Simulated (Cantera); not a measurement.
An isothermal plug-flow reactor at 1050 K and 100000 Pa (inlet), inlet velocity 0.89 m/s, active area per volume 100 1/m; feed 0.323 % CH4, 5.26 % O2, 94.4 % N2, equivalence ratio 0.12.

Detailed kinetics in Cantera: Deutschmann's 1995 Pt surface mechanism with GRI-Mech 3.0 gas chemistry. Catalytic surfaces can have several steady states; this one follows from the mechanism file's or the stated starting coverage. Mass transfer to the wall is taken as infinitely fast.

One state of this run: x CH4 = 0.00317; x O2 = 0.0525; x H2O = 0.000118; x CO2 = 5.69e-5; x CO = 2.17e-6; θ free Pt = 0.291; θ O* = 0.709; θ OH* = 0.000229. x: gas mole fraction; θ: surface coverage.

Problem. Which value of z (m) does it belong to?
A. 0.00095
B. 0.026
C. 0.0018
D. 0.0035

Solution. A, 0.00095
